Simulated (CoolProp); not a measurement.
R1123 along the isotherm 480 K: Z from the reference equation and from simpler models built on Tc = 331.7 K, pc = 4.549 MPa, ω = 0.243; each cubic takes its own stable root.

Computed with CoolProp (reference Helmholtz-energy equation of state, Akasaka 2020).

| p (MPa) | phase | reference | Pitzer virial | van der Waals | Redlich-Kwong | Soave-Redlich-Kwong | Peng-Robinson |
|---|---|---|---|---|---|---|---|
| 0.525 | gas | 0.9901 | 0.9900 | 0.9866 | 0.9873 | 0.9909 | 0.9881 |
| 1.05 | gas | 0.9802 | 0.9799 | 0.9731 | 0.9748 | 0.9819 | 0.9764 |
| 1.57 | gas | 0.9704 | 0.9700 | 0.9596 | 0.9624 | 0.9732 | 0.9651 |
| 2.1 | gas | 0.9606 | 0.9599 | 0.9457 | 0.9498 | 0.9645 | 0.9539 |
| 2.62 | gas | 0.9510 | 0.9499 | 0.9319 | 0.9376 | 0.9562 | 0.9432 |
| 3.15 | gas | 0.9412 | 0.9398 | 0.9177 | 0.9253 | 0.9480 | 0.9326 |
| 3.67 | gas | 0.9318 | 0.9299 | 0.9037 | 0.9135 | 0.9401 | 0.9226 |
| 4.2 | gas | 0.9224 | 0.9198 | 0.8893 | 0.9015 | 0.9324 | 0.9128 |
| 4.72 | supercritical | 0.9132 | 0.9098 | 0.8752 | 0.8901 | 0.9252 | 0.9035 |
| 5.25 | supercritical | 0.9041 | 0.8997 | 0.8608 | 0.8787 | 0.9181 | 0.8945 |
| 5.77 | supercritical | 0.8954 | 0.8898 | 0.8468 | 0.8678 | 0.9115 | 0.8861 |
| 6.3 | supercritical | 0.8867 | 0.8796 | 0.8326 | 0.8570 | 0.9050 | 0.8779 |
| 6.82 | supercritical | 0.8784 | 0.8697 | 0.8190 | 0.8469 | 0.8991 | 0.8704 |
